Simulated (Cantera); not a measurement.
Input: 1 mol Nb2O5, 9.6 mol H2, 5.8 mol H2O, at 0.270 bar.

Cantera equilibrium calculation (NASA polynomials, part measured and part estimated; ideal gas, pure solids and liquids). Candidate condensed phases: H2O, Nb, NbO, NbO2, Nb2O5; 12 gas species. Condensed phases not in the tables: the oxides between NbO2 and Nb2O5. The numbers say what is thermodynamically allowed, not how fast it happens.

x: gas mole fraction; n: condensed amount in mol.

| T (K) | x H2 | x H2O | x H | x OH | n Nb2O5(s) | n Nb2O5(l) |
|---|---|---|---|---|---|---|
| 898 | 0.623 | 0.377 | (withheld) | <1e-12 | 1.00 | 0 |
| 998 | 0.623 | 0.377 | (withheld) | 4.30e-12 | 1.00 | 0 |
| 1098 | 0.623 | 0.377 | (withheld) | 1.00e-10 | 1.00 | 0 |
| 1198 | 0.623 | 0.377 | (withheld) | 1.38e-9 | 1.00 | 0 |
| 1298 | 0.623 | 0.377 | (withheld) | 1.27e-8 | 1.00 | 0 |
| 1398 | 0.623 | 0.377 | (withheld) | 8.57e-8 | 1.00 | 0 |
| 1498 | 0.623 | 0.377 | (withheld) | 4.47e-7 | 1.00 | 0 |
| 1598 | 0.623 | 0.377 | (withheld) | 1.90e-6 | 1.00 | 0 |
| 1698 | 0.623 | 0.377 | (withheld) | 6.82e-6 | 1.00 | 0 |
| 1798 | 0.623 | 0.376 | (withheld) | 2.12e-5 | 0 | 1.000 |
| 1898 | 0.622 | 0.376 | (withheld) | 5.87e-5 | 0 | 1.000 |
| 1998 | 0.621 | 0.376 | (withheld) | 0.000147 | 0 | 1.000 |
| 2098 | 0.620 | 0.375 | (withheld) | 0.000335 | 0 | 1.000 |

Problem. Some entries are withheld; supply them.

Solution. 
- 898, x H: 1.66e-10
- 998, x H: 3.27e-9
- 1098, x H: 3.76e-8
- 1198, x H: 2.89e-7
- 1298, x H: 1.63e-6
- 1398, x H: 7.19e-6
- 1498, x H: 2.61e-5
- 1598, x H: 8.09e-5
- 1698, x H: 0.000220
- 1798, x H: 0.000535
- 1898, x H: 0.00119
- 1998, x H: 0.00243
- 2098, x H: 0.00466
